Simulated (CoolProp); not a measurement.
A simple Rankine cycle with n-butane: condensing at 333.15 K, boiler at 1.45 MPa, turbine inlet 375.4 K, turbine efficiency 0.85, pump efficiency 0.8, no recuperator. Each further row changes one setting.

The numbers come from the reference Helmholtz-energy equation of state, Bücker 2006 in CoolProp.

```json
[
 {"case": "as stated", "thermal efficiency (%)": "7.2", "net work (kJ/kg)": "27.5", "heat in (kJ/kg)": "380", "turbine exit temperature (K)": "348.0", "volume ratio over the turbine": "2.45"},
 {"case": "turbine inlet 395.4 K", "thermal efficiency (%)": "7.1", "net work (kJ/kg)": "30.6", "heat in (kJ/kg)": "429", "turbine exit temperature (K)": "369.9", "volume ratio over the turbine": "2.38"},
 {"case": "condensing temperature 325.15 K", "thermal efficiency (%)": "8.6", "net work (kJ/kg)": "34.6", "heat in (kJ/kg)": "401", "turbine exit temperature (K)": "342.4", "volume ratio over the turbine": "3.01"},
 {"case": "boiler pressure 1.01 MPa", "thermal efficiency (%)": "4.3", "net work (kJ/kg)": "16.9", "heat in (kJ/kg)": "398", "turbine exit temperature (K)": "361.6", "volume ratio over the turbine": "1.61"},
 {"case": "turbine efficiency 0.75", "thermal efficiency (%)": "6.3", "net work (kJ/kg)": "24.0", "heat in (kJ/kg)": "380", "turbine exit temperature (K)": "349.7", "volume ratio over the turbine": "2.47"}
]
```
